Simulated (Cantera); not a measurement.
A Cantera script and what it prints.

```python
import numpy as np
import cantera as ct

gas_names = """
    H HO2 H2 H2O H2O2 Hg O OH O2 O3
""".split()
cond_names = """
    H2O(s) H2O(L) Hg(cr) Hg(L) HgO(s)
""".split()


def load(file, names, dense=False):
    # The tables refer to 1 bar. Condensed volumes are neglected.
    table = {s.name: s for s in ct.Species.list_from_file(file)}
    out = []
    for n in names:
        d = dict(table[n].input_data)
        d["thermo"] = dict(d["thermo"], **{"reference-pressure": 1e5})
        if dense:
            d["equation-of-state"] = {"model": "constant-volume", "density": "1e6 g/cm^3"}
        out.append(ct.Species.from_dict(d))
    return out


gas = ct.Solution(thermo="ideal-gas", species=load("nasa_gas.yaml", gas_names))
cond = {s.name: ct.Solution(thermo="fixed-stoichiometry", species=[s], name=s.name)
        for s in load("nasa_condensed.yaml", cond_names, dense=True)}
atoms = {
    'HgO': {'Hg': 1, 'O': 1},
    'O2': {'O': 2},
    'H2': {'H': 2},
}
top_T = {}  # K; cautious upper limits of use, not melting points


def equilibrate(T, P, feed):
    n = {}
    for name, mol in feed.items():
        for a, k in atoms[name].items():
            n[a] = n.get(a, 0.0) + k * mol
    gas.TPX = T, P, n
    mass = sum(n.values()) * gas.mean_molecular_weight
    gas.equilibrate("TP")
    valid = [c for c in cond.values() if c.min_temp <= T <= top_T.get(c.name, c.max_temp)]
    mix = ct.Mixture([(gas, mass / gas.mean_molecular_weight)] + [(c, 0.0) for c in valid])
    mix.T, mix.P = T, P
    mix.equilibrate("TP", solver="vcs", rtol=1e-11, max_steps=5000)
    return mix


results = []
feed = {'HgO': 1, 'O2': 0.094, 'H2': 3.4}  # mol
for P in [10, 68, 460, 3200, 22000, 150000, 1000000]:
    for T in [500, 600, 700, 800, 900, 1000, 1100, 1200, 1300, 1400, 1500, 1600]:
        mix = equilibrate(T, P, feed)
        results.append((T, P, feed, dict(zip(mix.species_names, mix.species_moles))))

for T, P, feed, n in results:
    print(f"{T:7g} {P:10.4g}  " + (" + ".join(c for c in cond_names if n.get(c, 0) > 1e-12) or "gas only"))
```

It prints:

```
    500         10  gas only
    600         10  gas only
    700         10  gas only
    800         10  gas only
    900         10  gas only
   1000         10  gas only
   1100         10  gas only
   1200         10  gas only
   1300         10  gas only
   1400         10  gas only
   1500         10  gas only
   1600         10  gas only
    500         68  gas only
    600         68  gas only
    700         68  gas only
    800         68  gas only
    900         68  gas only
   1000         68  gas only
   1100         68  gas only
   1200         68  gas only
   1300         68  gas only
   1400         68  gas only
   1500         68  gas only
   1600         68  gas only
    500        460  gas only
    600        460  gas only
    700        460  gas only
    800        460  gas only
    900        460  gas only
   1000        460  gas only
   1100        460  gas only
   1200        460  gas only
   1300        460  gas only
   1400        460  gas only
   1500        460  gas only
   1600        460  gas only
    500       3200  gas only
    600       3200  gas only
    700       3200  gas only
    800       3200  gas only
    900       3200  gas only
   1000       3200  gas only
   1100       3200  gas only
   1200       3200  gas only
   1300       3200  gas only
   1400       3200  gas only
   1500       3200  gas only
   1600       3200  gas only
    500    2.2e+04  gas only
    600    2.2e+04  gas only
    700    2.2e+04  gas only
    800    2.2e+04  gas only
    900    2.2e+04  gas only
   1000    2.2e+04  gas only
   1100    2.2e+04  gas only
   1200    2.2e+04  gas only
   1300    2.2e+04  gas only
   1400    2.2e+04  gas only
   1500    2.2e+04  gas only
   1600    2.2e+04  gas only
    500    1.5e+05  Hg(L)
    600    1.5e+05  gas only
    700    1.5e+05  gas only
    800    1.5e+05  gas only
    900    1.5e+05  gas only
   1000    1.5e+05  gas only
   1100    1.5e+05  gas only
   1200    1.5e+05  gas only
   1300    1.5e+05  gas only
   1400    1.5e+05  gas only
   1500    1.5e+05  gas only
   1600    1.5e+05  gas only
    500      1e+06  Hg(L)
    600      1e+06  Hg(L)
    700      1e+06  gas only
    800      1e+06  gas only
    900      1e+06  gas only
   1000      1e+06  gas only
   1100      1e+06  gas only
   1200      1e+06  gas only
   1300      1e+06  gas only
   1400      1e+06  gas only
   1500      1e+06  gas only
   1600      1e+06  gas only
```

Cantera equilibrium calculation (NASA polynomials, part measured and part estimated; ideal gas, pure solids and liquids).
